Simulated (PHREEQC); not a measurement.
Dissolve 0.0043 mol/kgw NH4HF2, 0.11 mol/kgw (NH4)2SiF6, 5e-05 mol/kgw H3PO4 and 0.0049 mol/kgw HCl at 25 °C. Closed to the air; pH follows from the charge balance.

The numbers come from PHREEQC with the ion-association model, wateq4f.dat.

```
quantity                   before    after
------------------------  -------  -------
pH                           2.60     3.24
ionic strength (mol/kgw)    0.338  0.00352
HF (mol/kgw)              0.00585  0.00120
F- (mol/kgw)              0.00254  0.00147
H2F2 (mol/kgw)            9.64e-5  3.76e-6
HF2- (mol/kgw)            6.17e-5  6.79e-6
SI of Quartz (SiO2)         -0.72    +0.62
```

**Question.** Which change was made?
A. diluted 100-fold with water
B. temperature from 25 to 60 °C
C. H3PO4 from 5e-05 to 7.5e-05 mol/kgw
D. H3PO4 from 5e-05 to 5.5e-05 mol/kgw
E. HCl from 0.0049 to 0.00735 mol/kgw

**Answer.** A, diluted 100-fold with water

Precipitation was switched off in this run. Some of these states are supersaturated (in Quartz (slow to form), Chalcedony (slow to form), for instance). H3PO4, which wateq4f.dat lacks, is added to it with the constant of phreeqc.dat. SiF6-2 is the database's only silicon fluoride.
